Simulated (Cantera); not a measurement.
An isothermal, constant-pressure homogeneous reactor starts with 82.0 % NH3, 18.0 % N2, at 2098 K and 0.326 atm.

Detailed kinetics in Cantera: the gas-phase N/H chemistry of the illustrative SiF4/NH3 mechanism in the Surface Chemkin manual (1991). Walls and surfaces, which speed up NH3 decomposition in real reactors, are not modelled.

x: mole fraction; the columns are a selection and need not sum to one.

| t (s) | x NH3 | x NH2 | x N2H2 | x N2H4 | x H2 | x N |
|---|---|---|---|---|---|---|
| 2.00e-6 | 0.820 | 3.06e-5 | 4.36e-10 | 5.83e-11 | 1.48e-5 | <1e-12 |
| 7.48e-6 | 0.820 | 0.000117 | 1.40e-8 | 9.51e-10 | 5.83e-5 | 2.03e-11 |
| 2.80e-5 | 0.819 | 0.000438 | 3.00e-7 | 1.36e-8 | 0.000224 | … |
| 0.000105 | 0.817 | 0.00143 | 4.47e-6 | 1.47e-7 | 0.00107 | … |
| 0.000391 | 0.809 | 0.00214 | 1.11e-5 | 3.29e-7 | 0.00733 | … |
| 0.00146 | 0.778 | 0.00198 | 1.04e-5 | 2.81e-7 | 0.0327 | … |
| 0.00547 | 0.677 | 0.00165 | 8.18e-6 | 1.96e-7 | 0.116 | … |
| 0.0205 | 0.427 | 0.00114 | 4.18e-6 | 9.38e-8 | 0.323 | … |
| 0.0765 | 0.111 | 0.000456 | 8.09e-7 | 1.49e-8 | 0.584 | … |
| 0.286 | 0.00143 | 2.31e-5 | 5.62e-9 | 3.80e-11 | 0.671 | … |
| 1.07 | 4.91e-5 | 9.70e-7 | 1.18e-11 | <1e-12 | 0.672 | … |
| 4.00 | 1.04e-5 | 2.06e-7 | <1e-12 | <1e-12 | 0.672 | … |

Complete the blanks.


- 2.80e-5, x N: 1.35e-9
- 0.000105, x N: 1.78e-8
- 0.000391, x N: 9.25e-8
- 0.00146, x N: 3.28e-7
- 0.00547, x N: 8.83e-7
- 0.0205, x N: 1.46e-6
- 0.0765, x N: 1.78e-6
- 0.286, x N: 1.51e-6
- 1.07, x N: 9.46e-8
- 4.00, x N: 2.01e-8
